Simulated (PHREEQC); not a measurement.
Make-up at 67 °C: 0.00057 mol/kgw PbCl2, 0.00016 mol/kgw KBr and 0.0002 mol/kgw Na2SO4. Closed to the air; pH follows from the charge balance.

Equilibrium calculation in PHREEQC: ion-association model, phreeqc.dat.

```csv
quantity,before,after
pH,5.56,6.44
ionic strength (mol/kgw),0.00225,0.000759
SO4-2 (mol/kgw),0.000170,0.000199
Br- (mol/kgw),0.000154,0.000160
NaSO4- (mol/kgw),3.43e-7,4.40e-7
KSO4- (mol/kgw),2.89e-7,3.71e-7
```

Q: Which change was made?
(A) Na2SO4 from 0.0002 to 0.001 mol/kgw
(B) temperature from 67 to 10 °C
(C) KBr from 0.00016 to 8e-05 mol/kgw
(D) PbCl2 left out

A: D, PbCl2 left out

This is a speciation only: nothing precipitates in the calculation. Some of these states are supersaturated (in Pb(OH)2, Anglesite, for instance). Constants without temperature data keep their 25 °C values here.
